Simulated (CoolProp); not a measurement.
Saturated liquid density (kg/m³) of water: the reference equation beside estimates from Tc = 373.9 °C, pc = 220.6 bar, ω = 0.344. Rackett uses Z = 0.29056 − 0.08775 ω.

The numbers come from the reference Helmholtz-energy equation of state, Wagner 2002 in CoolProp.

```tsv
T (°C)	reference	Rackett	Peng-Robinson
116.25	946.1	798.4	788.2
123.95	939.9	791.3	782.0
131.55	933.5	784.2	775.8
139.15	926.9	777.0	769.3
146.75	920.0	769.7	762.6
154.35	912.9	762.3	755.7
161.95	905.5	754.8	748.6
169.65	897.8	747.1	741.1
177.25	889.9	739.4	733.5
184.85	881.8	731.5	725.5
192.45	873.3	723.5	717.3
200.05	864.6	715.3	708.8
207.75	855.5	706.8	699.8
215.35	846.1	698.3	690.6
222.95	836.4	689.6	681.0
```

Absolute difference from the reference over all 15 rows, mean and median: Rackett 16.7 and 16.8 %, Peng-Robinson 17.5 and 17.5 %.
